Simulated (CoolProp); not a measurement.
Properties of n-perfluorohexane along the isobar 19.5 bar.

Values from CoolProp's reference Helmholtz-energy equation of state, Gao 2022.

| T (°C) | phase | Z | cv (kJ/(kg K)) | speed of sound (m/s) | isothermal compressibility (1/MPa) | fugacity coefficient |
|---|---|---|---|---|---|---|
| -71.75 | liquid | 0.2018 | 0.6995 | 775.0 | 0.001095 | 1.641e-5 |
| -57.55 | liquid | 0.1924 | 0.7229 | 738.6 | 0.001218 | 7.555e-5 |
| -43.25 | liquid | 0.1842 | 0.7468 | 702.3 | 0.001362 | 0.0002784 |
| -29.05 | liquid | 0.1772 | 0.7701 | 666.4 | 0.001533 | 0.0008426 |
| -14.75 | liquid | 0.1710 | 0.7931 | 630.2 | 0.001739 | 0.002201 |
| -0.45 | liquid | 0.1656 | 0.8152 | 593.9 | 0.001991 | 0.005056 |
| 13.75 | liquid | 0.1610 | 0.8362 | 557.5 | 0.002302 | 0.01038 |
| 28.05 | liquid | 0.1571 | 0.8565 | 520.4 | 0.002697 | 0.01955 |
| 42.35 | liquid | 0.1537 | 0.8760 | 482.6 | 0.003207 | 0.03409 |
| 56.55 | liquid | 0.1510 | 0.8946 | 444.5 | 0.003879 | 0.05544 |
| 70.85 | liquid | 0.1489 | 0.9126 | 405.2 | 0.004801 | 0.08542 |
